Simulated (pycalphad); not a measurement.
Source of the numbers: pycalphad with the COST 507 light-alloy database (1999); pressure 1 atm. The database dates from 1999; later assessments differ in places, in temperatures and in the compounds included. Not assessed as a whole: an extrapolation from subsystems, which can miss ternary compounds. Amounts are mole fractions of atoms.

### Question
Give the equilibrium state of Al-5.323Si-3.793Sn (wt.%) at 527 °C.

### Answer
```
T = 800.00 K, P = 101325 Pa, N = 1 mol of atoms
G = -30007 J/mol, H = 14375 J/mol, S = 55.48 J/(mol K)  (SER reference)
chemical potentials (J/mol): Al -30250, Si -21475, Sn -55058
phase             fraction      x(Al)      x(Si)      x(Sn)
FCC_A1              0.9453     0.9885     0.0099     0.0016
DIAMOND_A4          0.0434    3.3e-07     1.0000   3.24e-07
LIQUID              0.0112     0.3410     0.0043     0.6547
```

### Question
Give the equilibrium state of Al-5.323Si-3.793Sn (wt.%) at 227 °C.

### Answer
```
T = 500.00 K, P = 101325 Pa, N = 1 mol of atoms
G = -15421 J/mol, H = 5170 J/mol, S = 41.18 J/(mol K)  (SER reference)
chemical potentials (J/mol): Al -15579, Si -10615, Sn -27220
phase             fraction      x(Al)      x(Si)      x(Sn)
FCC_A1              0.9384     0.9998   0.000131   3.71e-05
DIAMOND_A4          0.0527   1.22e-11     1.0000   1.87e-07
BCT_A5              0.0090     0.0098       none     0.9902
```

FCC_A1 is fcc; DIAMOND_A4 is diamond (Si); BCT_A5 is bct (Sn). An entry "none" or "no" means that the model of the phase leaves that element out.
